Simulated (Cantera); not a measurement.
Charge: 1 mol CaF2, 4.5 mol O2, a varied amount of N2, at 10000 Pa.

Equilibrium computed with Cantera from the NASA thermochemical tables; the gas is ideal and each condensed phase is pure. Candidate condensed phases: Ca, CaF2, CaO; 22 gas species. Mutual solubility and eutectic melting of coexisting phases are not modelled. The numbers say what is thermodynamically allowed, not how fast it happens.

Stable condensed phases, one row left out:

```
T in K \ n(N2) in mol
         0.49 0.94  1.8  3.6    7   14   26   51  100
   1973     A    A    A    A    B    B    B    C    C
   1898     A    A    A    A    A    A    A    B    C
   1823     A    A    A    A    A    A    A    A    B
   1673     A    A    A    A    A    A    A    A    A
   1598     A    A    A    A    A    A    A    A    A
   1523     A    A    A    A    A    A    A    A    A
   1448     A    A    A    A    A    A    A    A    A
   1373     A    A    A    A    A    A    A    A    A
   1298     A    A    A    A    A    A    A    A    A
   1223     A    A    A    A    A    A    A    A    A
   1148     A    A    A    A    A    A    A    A    A
```

A: CaF2; B: CaF2 + CaO; C: CaO.

**Question.** Give the row for 1748 K.

**Answer.** 0.49: CaF2; 0.94: CaF2; 1.8: CaF2; 3.6: CaF2; 7: CaF2; 14: CaF2; 26: CaF2; 51: CaF2; 100: CaF2.
